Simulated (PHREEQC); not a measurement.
Consider water at 15 °C with 0.001 mol CdCl2, 6.8e-05 mol NaCl and 0.27 mol HCl per kg of water. Closed to the air; pH follows from the charge balance.

The numbers come from PHREEQC with the ion-association model, phreeqc.dat.

Each row changes one thing in this solution. No solid was allowed to form.

```
case                                           pH  CdCl+ (mol/kgw)  CdCl2 (mol/kgw)  Cd+2 (mol/kgw)  CdCl3- (mol/kgw)  SI of Halite (NaCl)
-------------------------------------------  ----  ---------------  ---------------  --------------  ----------------  -------------------
as made                                      0.67         0.000573         0.000302         8.13e-5           4.42e-5                -6.59
NaCl from 6.8e-05 to 1.36e-05 mol/kgw        0.67         0.000573         0.000302         8.13e-5           4.42e-5                -7.28
temperature from 15 to 80 °C                 0.68         0.000516         0.000307         7.20e-5          0.000105                -6.67
HCl from 0.27 to 1.35 mol/kgw                0.00         0.000223         0.000456         4.72e-6          0.000317                -5.94
temperature from 15 to 5 °C                  0.67         0.000582         0.000297         8.42e-5           3.69e-5                -6.57
CdCl2 from 0.001 to 0.0005 mol/kgw           0.67         0.000287         0.000151         4.07e-5           2.21e-5                -6.59
NaCl replaced by NaNO3 at the same molality  0.67         0.000573         0.000302         8.14e-5           4.42e-5                -6.59
```

The ionic strength passes 0.7 mol/kgw, the rough limit of the ion-association models, in HCl from 0.27 to 1.35 mol/kgw. Constants without temperature data keep their 25 °C values here.
